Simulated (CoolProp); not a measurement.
A simple Rankine cycle with the fluoroketone C6F12O (FK-5-1-12): condensing at 303.15 K, boiler at 0.271 MPa, turbine inlet 359 K, turbine efficiency 0.85, pump efficiency 0.8, no recuperator. Each further row changes one setting.

Values from CoolProp's reference Helmholtz-energy equation of state, McLinden 2015.

```tsv
case	thermal efficiency (%)	net work (kJ/kg)	heat in (kJ/kg)	turbine exit temperature (K)	volume ratio over the turbine
as stated	8.8	(withheld)	140	341.5	5.76
turbine inlet 379 K	8.3	13.1	(withheld)	361.5	5.65
condensing temperature 295.15 K	9.9	14.7	(withheld)	(withheld)	8.03
boiler pressure 0.19 MPa	7.0	9.93	(withheld)	345.6	3.92
turbine efficiency 0.75	7.7	10.8	140	343.1	5.79
```

**Question.** Complete the blanks.

**Answer.** 
- as stated, net work (kJ/kg): 12.2
- turbine inlet 379 K, heat in (kJ/kg): 159
- condensing temperature 295.15 K, heat in (kJ/kg): 149
- condensing temperature 295.15 K, turbine exit temperature (K): 338.5
- boiler pressure 0.19 MPa, heat in (kJ/kg): 141
